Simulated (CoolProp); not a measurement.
Sulfur dioxide along the isotherm 176.05 °C: density (kg/m³) from the reference equation and from simpler models built on Tc = 157.5 °C, pc = 7887 kPa, ω = 0.256; each cubic takes its own stable root.

Model: reference Helmholtz-energy equation of state, Gao 2016, in CoolProp.

```json
[
 {"p (kPa)": "62.3", "phase": "gas", "reference": "1.071"},
 {"p (kPa)": "91.5", "phase": "gas", "reference": "1.575"},
 {"p (kPa)": "134", "phase": "gas", "reference": "2.310"},
 {"p (kPa)": "197", "phase": "gas", "reference": "3.405"},
 {"p (kPa)": "289", "phase": "gas", "reference": "5.013"},
 {"p (kPa)": "425", "phase": "gas", "reference": "7.411"},
 {"p (kPa)": "623", "phase": "gas", "reference": "10.95"},
 {"p (kPa)": "915", "phase": "gas", "reference": "16.27"},
 {"p (kPa)": "1340", "phase": "gas", "reference": "24.26"},
 {"p (kPa)": "1970", "phase": "gas", "reference": "36.68"},
 {"p (kPa)": "2890", "phase": "gas", "reference": "56.24"},
 {"p (kPa)": "4250", "phase": "gas", "reference": "89.16"},
 {"p (kPa)": "6230", "phase": "gas", "reference": "150.5"},
 {"p (kPa)": "9150", "phase": "supercritical", "reference": "326.2"},
 {"p (kPa)": "13400", "phase": "supercritical", "reference": "776.1"},
 {"p (kPa)": "19700", "phase": "supercritical", "reference": "907.6"}
]
```

Q: How far does each simpler model (van der Waals, Peng-Robinson) lie from the reference over these 16 states: mean and median of the absolute difference, and the worst?

A: 
- van der Waals: mean 4.4 %, median 0.5 %, worst -27.4 % at 176.05 °C and 19700 kPa
- Peng-Robinson: mean 1.5 %, median 0.5 %, worst -10.4 % at 176.05 °C and 13400 kPa
